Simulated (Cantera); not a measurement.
Charge: 1 mol SiH2Cl2, 38 mol N2, at 1773 K and 11.0 mbar.

Method: chemical equilibrium by Gibbs-energy minimisation in Cantera with the NASA 1993 tables (ideal gas, pure condensed phases). Candidate condensed phases: NH4Cl, Si, Si3N4; 28 gas species. The tables' values for SiCl, SiCl3 are old estimates; treat these amounts as uncertain. Equilibrium is a limit: real reactors are often held back by kinetics, nucleation or transport.

Base state: N2 0.949, H2 0.0186, SiCl2 0.0184, HCl 0.0127, H 0.000370, Cl 0.000194, Si 0.000128, SiCl 0.000128 (mole fractions); condensed: Si3N4(s).

**Question.** What changes in the equilibrium state with this change: pressure from 11.0 mbar to 4.80 mbar?

**Answer.** 
```tsv
species	before	after
N2	0.949	0.949
H2	0.0186	0.0193
SiCl2	0.0184	0.0193
HCl	0.0127	0.0108
Si	0.000128	0.000444
Si2N	6.91e-6	2.38e-5
Si3N4(s), mol	0.0834	0
Si(l), mol	0	0.196
```
The tables' values for SiCl, SiCl3, SiN are old estimates; treat these amounts as uncertain.
